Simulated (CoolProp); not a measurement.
n-perfluorohexane at several states: fugacity coefficient from the reference equation and from simpler models built on Tc = 448.0 K, pc = 17.42 bar, ω = 0.497; each cubic takes its own stable root.

The numbers come from the reference Helmholtz-energy equation of state, Gao 2022 in CoolProp.

| T (K) | p (bar) | phase | reference | van der Waals | Redlich-Kwong |
|---|---|---|---|---|---|
| 235.7 | 44.9 | liquid | 0.0002455 | 0.02986 | 0.002840 |
| 302.8 | 35.1 | liquid | 0.01315 | 0.1147 | 0.04185 |
| 213.2 | 0.686 | liquid | 0.001400 | 0.4882 | 0.02827 |
| 305.8 | 8.8 | liquid | 0.04793 | 0.3302 | 0.1399 |
| 281.7 | 93.3 | liquid | 0.003105 | 0.07068 | 0.01490 |
